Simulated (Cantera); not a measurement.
A Cantera script and what it prints.

```python
import numpy as np
import cantera as ct

gas_names = """
    Fe FeO Fe(OH)2 H HNO HNO2 HNO3 HO2 H2 H2O H2O2 N NH NH2 NH3 NH2OH NO NO2 NO3 N2 N2H2 N2H4 N2O O OH
    O2 O3
""".split()
cond_names = """
    Fe(a) Fe(c) Fe(d) Fe(L) FeO(s) FeO(L) Fe(OH)2(s) Fe(OH)3(s) Fe2O3(s) Fe3O4(s) H2O(s) H2O(L)
""".split()


def load(file, names, dense=False):
    # The tables refer to 1 bar. Condensed volumes are neglected.
    table = {s.name: s for s in ct.Species.list_from_file(file)}
    out = []
    for n in names:
        d = dict(table[n].input_data)
        d["thermo"] = dict(d["thermo"], **{"reference-pressure": 1e5})
        if dense:
            d["equation-of-state"] = {"model": "constant-volume", "density": "1e6 g/cm^3"}
        out.append(ct.Species.from_dict(d))
    return out


gas = ct.Solution(thermo="ideal-gas", species=load("nasa_gas.yaml", gas_names))
cond = {s.name: ct.Solution(thermo="fixed-stoichiometry", species=[s], name=s.name)
        for s in load("nasa_condensed.yaml", cond_names, dense=True)}
atoms = {
    'Fe3O4': {'Fe': 3, 'O': 4},
    'H2': {'H': 2},
    'N2': {'N': 2},
}
top_T = {'Fe2O3(s)': 1830, 'Fe3O4(s)': 1870}  # K; cautious upper limits of use, not melting points


def equilibrate(T, P, feed):
    n = {}
    for name, mol in feed.items():
        for a, k in atoms[name].items():
            n[a] = n.get(a, 0.0) + k * mol
    gas.TPX = T, P, n
    mass = sum(n.values()) * gas.mean_molecular_weight
    gas.equilibrate("TP")
    valid = [c for c in cond.values() if c.min_temp <= T <= top_T.get(c.name, c.max_temp)]
    mix = ct.Mixture([(gas, mass / gas.mean_molecular_weight)] + [(c, 0.0) for c in valid])
    mix.T, mix.P = T, P
    mix.equilibrate("TP", solver="vcs", rtol=1e-11, max_steps=5000)
    return mix


results = []
T = 2050  # K
P = 280000  # Pa
for m in [11, 14, 18, 24, 32, 42, 55, 72]:
    feed = {'Fe3O4': 1, 'H2': 2.8, 'N2': m}  # mol
    mix = equilibrate(T, P, feed)
    results.append((T, P, feed, dict(zip(mix.species_names, mix.species_moles))))

top = {s: max(r[3][s] / sum(r[3][g] for g in gas_names) for r in results) for s in gas_names}
cols = sorted((s for s in top if top[s] > 1e-05), key=lambda s: -top[s])[:9]
seen = [c for c in cond_names if any(r[3].get(c, 0) > 1e-12 for r in results)]
print("log10 of partial pressures in bar; condensed amounts in mol")
print(f"{'n(N2)':>10s}" + "".join(f"{s[:9]:>10s}" for s in cols + seen))
for T, P, feed, n in results:
    ng = sum(n[g] for g in gas_names)
    print(f"{feed['N2']:10.4g}" + "".join(f"{np.log10(max(n[s] / ng * P / 1e5, 1e-99)):10.3f}" for s in cols)
          + "".join(f"{n.get(c, 0):10.4g}" for c in seen))
```

It prints:

```
log10 of partial pressures in bar; condensed amounts in mol
     n(N2)        N2        H2       H2O         H        Fe   Fe(OH)2        OH    FeO(L)
        11     0.348    -0.439    -0.692    -2.864    -3.273    -4.001    -4.078     2.997
        14     0.368    -0.525    -0.777    -2.907    -3.273    -4.086    -4.121     2.996
        18     0.384    -0.618    -0.870    -2.953    -3.274    -4.179    -4.167     2.996
        24     0.399    -0.728    -0.979    -3.008    -3.275    -4.288    -4.221     2.994
        32     0.411    -0.842    -1.092    -3.065    -3.276    -4.401    -4.277     2.993
        42     0.419    -0.952    -1.201    -3.120    -3.277    -4.510    -4.331     2.991
        55     0.425    -1.064    -1.311    -3.176    -3.279    -4.620    -4.385     2.989
        72     0.430    -1.177    -1.422    -3.233    -3.281    -4.730    -4.439     2.985
```

Method: chemical equilibrium by Gibbs-energy minimisation in Cantera with the NASA 1993 tables (ideal gas, pure condensed phases). The tables' stoichiometric FeO is somewhat more stable than real wüstite, so its field is too wide. FeO: taken at fixed stoichiometry.
